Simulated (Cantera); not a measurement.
What does this Cantera script print?

```python
import numpy as np
import cantera as ct

gas_names = """
    Fe H H2 H2S N NH NH2 NH3 N2 N2H2 N2H4 S SH SN S2 S8
""".split()
cond_names = """
    Fe(a) Fe(c) Fe(d) Fe(L) FeS(a) FeS(b) FeS(c) FeS(L) FeS2(s) S(cr1) S(cr2) S(L)
""".split()


# ... load() reads the species with a 1 bar reference pressure and builds the phases ...
atoms = {
    'FeS': {'Fe': 1, 'S': 1},
    'H2': {'H': 2},
    'N2': {'N': 2},
}
top_T = {'FeS2(s)': 1010}  # K; cautious upper limits of use, not melting points


# ... equilibrate(T, P, feed) seeds the gas with the atoms and calls Mixture.equilibrate('TP', solver="vcs", rtol=1e-11, max_steps=5000) ...
results = []
feed = {'FeS': 1, 'H2': 210, 'N2': 12}  # mol
P = 5500  # Pa
for T in [873, 973, 1073, 1173, 1273, 1373, 1473, 1573, 1673, 1773, 1873, 1973, 2073, 2173]:
    mix = equilibrate(T, P, feed)
    results.append((T, P, feed, dict(zip(mix.species_names, mix.species_moles))))
    x = sorted(zip(gas.X, gas.species_names), reverse=True)
    print(f"T = {T:g} K  P = {P:g} Pa  gas = {mix.phase_moles(0):.4g} mol")
    print("   x: " + "  ".join(f"{s} {v:.3e}" for v, s in x if v > 0.001))
    print("   condensed (mol): " + ("  ".join(f"{mix.phase(i).name} {mix.phase_moles(i):.4g}"
          for i in range(1, mix.n_phases) if mix.phase_moles(i) > 1e-12) or "none"))
```

It prints:

```
T = 873 K  P = 5500 Pa  gas = 222 mol
   x: H2 9.456e-01  N2 5.405e-02
   condensed (mol): Fe(a) 0.07362  FeS(c) 0.9264
T = 973 K  P = 5500 Pa  gas = 222 mol
   x: H2 9.451e-01  N2 5.405e-02
   condensed (mol): Fe(a) 0.1856  FeS(c) 0.8144
T = 1073 K  P = 5500 Pa  gas = 222 mol
   x: H2 9.442e-01  N2 5.405e-02  H2S 1.790e-03
   condensed (mol): Fe(a) 0.3974  FeS(c) 0.6026
T = 1173 K  P = 5500 Pa  gas = 222 mol
   x: H2 9.425e-01  N2 5.405e-02  H2S 3.408e-03
   condensed (mol): Fe(a) 0.7571  FeS(c) 0.2429
T = 1273 K  P = 5500 Pa  gas = 222 mol
   x: H2 9.414e-01  N2 5.405e-02  H2S 4.491e-03
   condensed (mol): Fe(c) 1
T = 1373 K  P = 5500 Pa  gas = 222 mol
   x: H2 9.414e-01  N2 5.405e-02  H2S 4.462e-03
   condensed (mol): Fe(c) 1
T = 1473 K  P = 5500 Pa  gas = 222 mol
   x: H2 9.414e-01  N2 5.405e-02  H2S 4.390e-03
   condensed (mol): Fe(c) 0.9997
T = 1573 K  P = 5500 Pa  gas = 222.1 mol
   x: H2 9.413e-01  N2 5.404e-02  H2S 4.238e-03
   condensed (mol): Fe(c) 0.9973
T = 1673 K  P = 5500 Pa  gas = 222.1 mol
   x: H2 9.410e-01  N2 5.402e-02  H2S 3.966e-03
   condensed (mol): Fe(d) 0.9838
T = 1773 K  P = 5500 Pa  gas = 222.3 mol
   x: H2 9.402e-01  N2 5.398e-02  H2S 3.559e-03  H 1.176e-03
   condensed (mol): Fe(d) 0.9201
T = 1873 K  P = 5500 Pa  gas = 222.8 mol
   x: H2 9.378e-01  N2 5.386e-02  H2S 3.044e-03  H 2.665e-03  Fe 1.437e-03
   condensed (mol): Fe(L) 0.6797
T = 1973 K  P = 5500 Pa  gas = 223.9 mol
   x: H2 9.322e-01  N2 5.360e-02  H 5.555e-03  Fe 4.467e-03  H2S 2.475e-03  SH 1.156e-03
   condensed (mol): none
T = 2073 K  P = 5500 Pa  gas = 224.5 mol
   x: H2 9.272e-01  N2 5.344e-02  H 1.080e-02  Fe 4.454e-03  H2S 1.931e-03  SH 1.466e-03
   condensed (mol): none
T = 2173 K  P = 5500 Pa  gas = 225.6 mol
   x: H2 9.185e-01  N2 5.318e-02  H 1.972e-02  Fe 4.432e-03  SH 1.705e-03  H2S 1.442e-03
   condensed (mol): none
```

Method: chemical equilibrium by Gibbs-energy minimisation in Cantera with the NASA 1993 tables (ideal gas, pure condensed phases). Mutual solubility and eutectic melting of coexisting phases are not modelled. FeS: taken at fixed stoichiometry. Gases not in the tables: S3 to S7.
